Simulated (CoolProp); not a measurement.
Properties of dimethyl carbonate along the isobar 6.18 MPa.

The numbers come from the reference Helmholtz-energy equation of state, Zhou 2011 in CoolProp.

```json
[
 {"T (K)": "322.3", "phase": "liquid", "speed of sound (m/s)": "1130", "isothermal compressibility (1/MPa)": "0.001020"},
 {"T (K)": "342", "phase": "liquid", "speed of sound (m/s)": "1055", "isothermal compressibility (1/MPa)": "0.001198"},
 {"T (K)": "361.8", "phase": "liquid", "speed of sound (m/s)": "981.6", "isothermal compressibility (1/MPa)": "0.001417"},
 {"T (K)": "381.5", "phase": "liquid", "speed of sound (m/s)": "911.4", "isothermal compressibility (1/MPa)": "0.001688"},
 {"T (K)": "401.3", "phase": "liquid", "speed of sound (m/s)": "843.0", "isothermal compressibility (1/MPa)": "0.002034"},
 {"T (K)": "421", "phase": "liquid", "speed of sound (m/s)": "776.7", "isothermal compressibility (1/MPa)": "0.002480"},
 {"T (K)": "440.8", "phase": "liquid", "speed of sound (m/s)": "710.9", "isothermal compressibility (1/MPa)": "0.003082"},
 {"T (K)": "460.5", "phase": "liquid", "speed of sound (m/s)": "645.2", "isothermal compressibility (1/MPa)": "0.003924"},
 {"T (K)": "480.3", "phase": "liquid", "speed of sound (m/s)": "577.3", "isothermal compressibility (1/MPa)": "0.005196"},
 {"T (K)": "500", "phase": "liquid", "speed of sound (m/s)": "505.9", "isothermal compressibility (1/MPa)": "0.007300"},
 {"T (K)": "519.8", "phase": "liquid", "speed of sound (m/s)": "427.0", "isothermal compressibility (1/MPa)": "0.01144"},
 {"T (K)": "539.5", "phase": "liquid", "speed of sound (m/s)": "335.6", "isothermal compressibility (1/MPa)": "0.02230"},
 {"T (K)": "559.3", "phase": "supercritical", "speed of sound (m/s)": "220.0", "isothermal compressibility (1/MPa)": "0.08152"},
 {"T (K)": "579.1", "phase": "supercritical", "speed of sound (m/s)": "129.9", "isothermal compressibility (1/MPa)": "0.5936"}
]
```
